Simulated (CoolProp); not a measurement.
Vapour-liquid equilibrium of R13 (1) + CHF3 (R23) (2) at -122.15 °C; x and y are mole fractions of (1).

The numbers come from the multi-fluid Helmholtz-energy mixture model, Platzer 1990 and Penoncello 2003; pair parameters Bell 2016 in CoolProp. This equation is an older, rougher fit; its heat capacities, sound speeds and derivatives of the liquid may be far off and weren't checked against measurements.

Question: Give the bubble pressure and the first vapour's composition at x = 0.25, 0.45, 0.65. Is there an azeotrope?

Answer: x = 0.25: 0.08203 bar, y = 0.505; x = 0.45: 0.08429 bar, y = 0.539; x = 0.65: 0.08417 bar, y = 0.559. y crosses x between x = 0.45 and 0.55: the model has an azeotrope there.

The pair parameters rest on a limited set of measurements; away from them the model extrapolates. With so large a gap from Raoult's law the liquid may split in two, which this calculation doesn't test in full.
